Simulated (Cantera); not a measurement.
Mixture: CH4 : O2 : N2 = 1 : 1.54 : 5.78 (molar parts), equivalence ratio 1.3, at 20.0 bar, adiabatic and at constant volume. Ignition delay is the time to a rise of 400 K.

Computed with Cantera and GRI-Mech 3.0 (53 species, 325 reactions). The pressure lies above the range GRI-Mech 3.0 was tuned for (to about 10 atm).

Question: What does this change do: CH4 1 to 1.7 parts?

Answer: 
```
quantity                                                before       after
--------------------------------------------------  ----------  ----------
delay at 1298 K                                       0.759 ms    0.999 ms
delay at 1498 K                                       0.104 ms    0.133 ms
delay at 1698 K                                        18.9 µs     22.7 µs
delay at 1898 K                                        4.57 µs     5.10 µs
apparent activation energy between 1798 and 1998 K  190 kJ/mol  200 kJ/mol
```

Question: What does this change do: pressure from 20.0 bar to 1.00 bar?

Answer: 
```tsv
quantity	before	after
delay at 1298 K	0.759 ms	13.0 ms
delay at 1498 K	0.104 ms	1.25 ms
delay at 1698 K	18.9 µs	0.214 ms
delay at 1898 K	4.57 µs	59.5 µs
apparent activation energy between 1798 and 1998 K	190 kJ/mol	170 kJ/mol
```
